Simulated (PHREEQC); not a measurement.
Dissolve 0.0033 mol CdBr2 per kg of water at 20 °C. Closed to the air; pH follows from the charge balance.

All values are PHREEQC results (ion-association model, phreeqc.dat), not measurements.

### Question
The ionic strength comes out as 0.00745 mol/kgw. What activity coefficients do Cd+2, CdBr+, Br- get?

### Answer
Cd+2 0.70, CdBr+ 0.91, Br- 0.91.

No solid was allowed to form.
